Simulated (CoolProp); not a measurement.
Vapour-liquid equilibrium of R143a (1) + fluoroethane (R161) (2) at 18.7 bar; x and y are mole fractions of (1).

Computed with CoolProp (multi-fluid Helmholtz-energy mixture model, Lemmon and Jacobsen 2000 and Wu 2012; pair parameters Bell 2016).

| x | bubble temperature, mixture model (°C) | bubble temperature, Raoult's law (°C) | y, mixture model | y, Raoult's law |
|---|---|---|---|---|
| 0.05 | 52.6 | 52.6 | 0.061 | 0.065 |
| 0.125 | 51.5 | 51.6 | 0.149 | 0.160 |
| 0.2 | 50.4 | 50.5 | 0.234 | 0.250 |
| 0.275 | 49.4 | 49.5 | 0.316 | 0.336 |
| 0.35 | 48.4 | 48.6 | 0.395 | 0.418 |
| 0.425 | 47.4 | 47.6 | 0.471 | 0.497 |
| 0.5 | 46.5 | 46.7 | 0.545 | 0.572 |
| 0.575 | 45.6 | 45.7 | 0.618 | 0.644 |
| 0.65 | 44.7 | 44.8 | 0.688 | 0.713 |
| 0.725 | 43.9 | 44.0 | 0.757 | 0.779 |
| 0.8 | 43.0 | 43.1 | 0.825 | 0.843 |
| 0.875 | 42.2 | 42.2 | 0.892 | 0.904 |
| 0.95 | 41.4 | 41.4 | 0.957 | 0.962 |

The largest gap from Raoult's law is -0.2 K in bubble temperature, at x = 0.35. No azeotrope shows between x = 0.05 and 0.95.

Pair parameters are fitted to limited data, so mixtures are less certain than the pure fluids.
